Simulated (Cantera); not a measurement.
Input (Python, Cantera):

```python
import numpy as np
import cantera as ct

gas = ct.Solution("gri30.yaml")
gas.TPX = 625, 13332, {'CH4': 1, 'CO': 0.1, 'O2': 3.11, 'N2': 9.01, 'CO2': 0.1}
flame = ct.FreeFlame(gas, width=0.16)
flame.set_refine_criteria(ratio=3, slope=0.08, curve=0.16)
flame.transport_model = "mixture-averaged"
flame.solve(loglevel=0, auto=True)
z, T = flame.grid, flame.T
thick = (T[-1] - T[0]) / np.gradient(T, z).max()
show = ['CH4', 'CO', 'O2', 'NO2', 'CH3', 'C2H2']
print(f"laminar burning velocity  {flame.velocity[0] * 100:.3f} cm/s")
print(f"burnt temperature         {T[-1]:.1f} K")
print(f"thermal thickness         {thick * 1e3:.4f} mm")
print(f"grid points               {len(z)}")
z0 = z[flame.heat_release_rate.argmax()]
print(f"{'z/mm':>9s}{'T/K':>9s}{'u/(m/s)':>9s}" + "".join(f"{s:>11s}" for s in show))
rows = []
for k in (-3, -2, -1.5, -1, -0.5, -0.25, 0, 0.25, 0.5, 1, 2, 4, 8):
    zz = z0 + k * thick
    rows.append([k * thick, np.interp(zz, z, T), np.interp(zz, z, flame.velocity),
                 *(np.interp(zz, z, flame.X[gas.species_index(s)]) for s in show)])
    print(f"{rows[-1][0] * 1e3:9.3f}{rows[-1][1]:9.1f}{rows[-1][2]:9.3f}" + "".join(f"{x:11.3e}" for x in rows[-1][3:]))
```

Result:

```
laminar burning velocity  201.982 cm/s
burnt temperature         2182.8 K
thermal thickness         1.9108 mm
grid points               153
     z/mm      T/K  u/(m/s)        CH4         CO         O2        NO2        CH3       C2H2
   -5.732    625.0    2.021  7.505e-02  7.505e-03  2.334e-01  5.038e-13  1.412e-07  1.271e-11
   -3.822    625.5    2.024  7.494e-02  7.504e-03  2.332e-01  5.630e-12  2.333e-06  4.433e-10
   -2.866    628.3    2.035  7.465e-02  7.537e-03  2.327e-01  3.414e-11  1.136e-05  4.373e-09
   -1.911    655.1    2.130  7.279e-02  8.096e-03  2.304e-01  1.556e-10  5.486e-05  8.556e-08
   -0.955    886.9    2.916  5.773e-02  1.593e-02  2.116e-01  2.549e-10  4.967e-04  2.000e-06
   -0.478   1217.4    4.045  3.450e-02  3.100e-02  1.789e-01  6.534e-10  1.766e-03  8.183e-06
    0.000   1568.6    5.259  1.022e-02  4.775e-02  1.359e-01  7.624e-10  1.486e-03  1.515e-05
    0.478   1721.5    5.790  1.259e-03  4.893e-02  1.080e-01  2.359e-10  2.426e-04  3.086e-06
    0.955   1756.3    5.901  9.391e-05  4.162e-02  9.674e-02  1.224e-10  1.837e-05  1.288e-07
    1.911   1784.0    5.969  5.304e-07  3.016e-02  8.969e-02  1.442e-10  1.084e-07  1.679e-10
    3.822   1820.4    6.062  5.983e-11  2.129e-02  8.593e-02  2.126e-10  1.345e-11  2.628e-15
    7.643   1869.2    6.200  3.640e-16  1.794e-02  8.437e-02  3.818e-10  1.024e-16  5.674e-21
   15.286   1935.0    6.388  3.082e-19  1.600e-02  8.339e-02  8.184e-10  5.301e-18  1.944e-24
```

Detailed kinetics in Cantera: GRI-Mech 3.0 (53 species, 325 reactions). Burning velocities carry a grid error of a few per cent, more on coarse grids.
